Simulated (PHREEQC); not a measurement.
Consider water at 25 °C with 5.8 mol/kgw HCl and 0.041 mol/kgw SrCl2. Closed to the air; pH follows from the charge balance.

Model: Pitzer model, pitzer.dat, run in PHREEQC.

No solid was allowed to form.

### Question
What pH, activity of water does the model give?

### Answer
pH -1.97; activity of water 0.678.

Complexes and solids missing from the database can't appear. In brines, pH and single-ion activities rest on the MacInnes convention.
